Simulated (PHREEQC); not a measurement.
Model water analysis in mmol/kgw, 15 °C, pH 1.95, pe 9.8: Na 0.275; K 0.116; Ca 3.81; Mg 2.39; Cl 4.74; S(6) 19.1; F 0.158.

Valence states are taken as typed.

Computed with PHREEQC (ion-association model, phreeqc.dat).

This is a speciation only: nothing precipitates in the calculation.

### Question
What ionic strength, specific conductance, charge-balance error does the model give?

### Answer
ionic strength 0.0429 mol/kgw; specific conductance 4980 µS/cm; charge-balance error -20.4 %.

### Question
In which forms is K present?

### Answer
K+ 97 %, KSO4- 3.1 % of the K.

Species that the database lacks are ignored.
